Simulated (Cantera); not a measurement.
Cantera run:

```python
import numpy as np
import cantera as ct

gas_names = """
    Fe H H2 H2S N NH NH2 NH3 N2 N2H2 N2H4 S SH SN S2 S8
""".split()
cond_names = """
    Fe(a) Fe(c) Fe(d) Fe(L) FeS(a) FeS(b) FeS(c) FeS(L) FeS2(s) S(cr1) S(cr2) S(L)
""".split()


def load(file, names, dense=False):
    # The tables refer to 1 bar. Condensed volumes are neglected.
    table = {s.name: s for s in ct.Species.list_from_file(file)}
    out = []
    for n in names:
        d = dict(table[n].input_data)
        d["thermo"] = dict(d["thermo"], **{"reference-pressure": 1e5})
        if dense:
            d["equation-of-state"] = {"model": "constant-volume", "density": "1e6 g/cm^3"}
        out.append(ct.Species.from_dict(d))
    return out


gas = ct.Solution(thermo="ideal-gas", species=load("nasa_gas.yaml", gas_names))
cond = {s.name: ct.Solution(thermo="fixed-stoichiometry", species=[s], name=s.name)
        for s in load("nasa_condensed.yaml", cond_names, dense=True)}
atoms = {
    'FeS': {'Fe': 1, 'S': 1},
    'H2': {'H': 2},
    'N2': {'N': 2},
}
top_T = {'FeS2(s)': 1010}  # K; cautious upper limits of use, not melting points


def equilibrate(T, P, feed):
    n = {}
    for name, mol in feed.items():
        for a, k in atoms[name].items():
            n[a] = n.get(a, 0.0) + k * mol
    gas.TPX = T, P, n
    mass = sum(n.values()) * gas.mean_molecular_weight
    gas.equilibrate("TP")
    valid = [c for c in cond.values() if c.min_temp <= T <= top_T.get(c.name, c.max_temp)]
    mix = ct.Mixture([(gas, mass / gas.mean_molecular_weight)] + [(c, 0.0) for c in valid])
    mix.T, mix.P = T, P
    mix.equilibrate("TP", solver="vcs", rtol=1e-11, max_steps=5000)
    return mix


results = []
feed = {'FeS': 1, 'H2': 2.5, 'N2': 4.8}  # mol
T = 1398  # K
for P in [10, 52, 270, 1400, 7200, 37000, 190000, 1000000]:
    mix = equilibrate(T, P, feed)
    results.append((T, P, feed, dict(zip(mix.species_names, mix.species_moles))))

top = {s: max(r[3][s] / sum(r[3][g] for g in gas_names) for r in results) for s in gas_names}
cols = sorted((s for s in top if top[s] > 0.0001), key=lambda s: -top[s])[:5]
seen = [c for c in cond_names if any(r[3].get(c, 0) > 1e-12 for r in results)]
print("log10 of partial pressures in bar; condensed amounts in mol")
print(f"{'P/Pa':>10s}" + "".join(f"{s[:9]:>10s}" for s in cols + seen))
for T, P, feed, n in results:
    ng = sum(n[g] for g in gas_names)
    print(f"{P:10.4g}" + "".join(f"{np.log10(max(n[s] / ng * P / 1e5, 1e-99)):10.3f}" for s in cols)
          + "".join(f"{n.get(c, 0):10.4g}" for c in seen))
```

Output:

```
log10 of partial pressures in bar; condensed amounts in mol
      P/Pa        N2        H2        S2       H2S        SH     Fe(c)    FeS(c)
        10    -4.196    -4.485    -5.507    -6.448    -6.975    0.5044    0.4945
        52    -3.469    -3.757    -5.507    -5.720    -6.611    0.1183    0.8815
       270    -2.751    -3.039    -5.507    -5.003    -6.252   0.04528    0.9547
      1400    -2.036    -2.324    -5.507    -4.287    -5.895   0.03083    0.9692
      7200    -1.325    -1.613    -5.507    -3.576    -5.539   0.02785    0.9722
   3.7e+04    -0.614    -0.902    -5.507    -2.865    -5.184   0.02717    0.9728
   1.9e+05     0.097    -0.191    -5.507    -2.154    -4.828     0.027     0.973
     1e+06     0.818     0.530    -5.507    -1.433    -4.468   0.02694    0.9731
```

Method: chemical equilibrium by Gibbs-energy minimisation in Cantera with the NASA 1993 tables (ideal gas, pure condensed phases). Metal and sulfide melt together well below either melting point, which pure phases cannot show. Mutual solubility and eutectic melting of coexisting phases are not modelled. FeS: taken at fixed stoichiometry.
